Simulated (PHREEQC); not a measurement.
PHREEQC input (ion-association model, wateq4f.dat):

```
SOLUTION_MASTER_SPECIES
  An  An-  0  An  62.0  # stands for a non-complexing anion
SOLUTION_SPECIES
  An- = An-
    -log_k 0
    -gamma 3.0 0
PHASES
  Fix_H+
    H+ = H+
    -log_k 0
SOLUTION 1
  temp 25
  units mmol/kgw
  pH 7 charge
  Na 300
  An 300
END
SELECTED_OUTPUT 1
  -reset false
  -pH true
  -pe true
  -ionic_strength true
  -water true
  -totals Na
  -molalities Hfo_wOH Hfo_wOH2+ Hfo_wO- Hfo_sOH Hfo_sOH2+ Hfo_sO-
USER_PUNCH 1
  -headings sigma psi
  10 PUNCH EDL("sigma", "Hfo"), EDL("psi", "Hfo")
PRINT
  -reset false
USE solution 1
SURFACE 1
  Hfo_wOH 0.0103371 600 4.6
  Hfo_sOH 0.000258427
EQUILIBRIUM_PHASES 1
  Fix_H+ -4 HAn 10
    -force_equality true
  O2(g) -0.68 10
END
# ... the last block is repeated for the other 12 points of pH, with NaOH or the acid as the point needs
```

Selected output (columns that matter, 9 of 13 rows; pH added in front):

```
pH	mu	Na	m_Hfo_wOH	m_Hfo_wOH2+	m_Hfo_wO-	m_Hfo_sOH	m_Hfo_sOH2+	m_Hfo_sO-	sigma	psi
4	0.30512	0.3	0.00059051	0.0097458	8.1968e-07	1.4763e-05	0.00024364	2.0492e-08	0.34921	0.1226
5	0.30387	0.3	0.0027673	0.0075465	2.3247e-05	6.9183e-05	0.00018866	5.8117e-07	0.2696	0.10969
5.5	0.30302	0.3	0.00431	0.0059557	7.1452e-05	0.00010775	0.00014889	1.7863e-06	0.21086	0.09758
6	0.30221	0.3	0.005699	0.0044717	0.00016639	0.00014247	0.00011179	4.1597e-06	0.15428	0.082542
7	0.30095	0.3	0.0074257	0.0023809	0.00053056	0.00018564	5.9522e-05	1.3264e-05	0.066307	0.046378
8	0.30008	0.3	0.0079307	0.001286	0.0011204	0.00019827	3.215e-05	2.8011e-05	0.0059331	0.0047368
8.5	0.30031	0.30061	0.0078789	0.00093174	0.0015263	0.00019697	2.3294e-05	3.8157e-05	-0.021306	-0.016731
9	0.30074	0.30148	0.007621	0.00064142	0.0020744	0.00019053	1.6036e-05	5.1859e-05	-0.051351	-0.037572
10	0.30201	0.3039	0.0062057	0.00022594	0.0039047	0.00015514	5.6485e-06	9.7618e-05	-0.13184	-0.075199
```

Species that the database lacks are ignored.
